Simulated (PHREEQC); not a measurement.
# Brine: an equilibrium model

Dissolve 0.91 mol/kgw LiBr and 0.17 mol/kgw Na2SO4 at 25 °C. Closed to the air; pH follows from the charge balance.

Equilibrium calculation in PHREEQC: Pitzer model, pitzer.dat.

```json
{
  "ionic_strength": "1.42 mol/kgw",
  "activity_of_water": "0.960",
  "density": "1.072 g/cm³",
  "osmotic_coefficient": "0.975"
}
```

| species | molality | activity | log γ |
|---|---|---|---|
| Br- | 0.910 | 0.550 | -0.219 |
| Li+ | 0.910 | 0.872 | -0.018 |
| Na+ | 0.340 | 0.268 | -0.104 |
| SO4-2 | 0.170 | 0.00927 | -1.263 |
| OH- | 2.97e-7 | 1.10e-7 | -0.430 |
| HSO4- | 2.03e-7 | 7.78e-8 | -0.416 |
| H+ | 9.43e-8 | 8.81e-8 | -0.030 |

This is a speciation only: nothing precipitates in the calculation. Species that the database lacks are ignored.
